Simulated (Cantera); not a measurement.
Charge: 1 mol AlN, 7.2 mol H₂, 70 mol N₂, held at 0.710 bar.

Method: chemical equilibrium by Gibbs-energy minimisation in Cantera with the NASA 1993 tables (ideal gas, pure condensed phases). Candidate condensed phases: Al, AlN; 13 gas species. Equilibrium is a limit: real reactors are often held back by kinetics, nucleation or transport. All values below are at 1725 K.

Base state: N₂ 0.907, H₂ 0.0932, H 6.73e-5 (mole fractions); condensed: AlN(s).

Question: What changes in the equilibrium state with this change: AlN replaced by BN?

Answer: 
```
species       before    after
-----------  -------  -------
N₂             0.907    0.907
H₂            0.0932   0.0932
H            6.73e-5  6.73e-5
AlN(s), mol    1.000        0
BN(s), mol         0    1.000
```
Further candidate phases: B, BN.
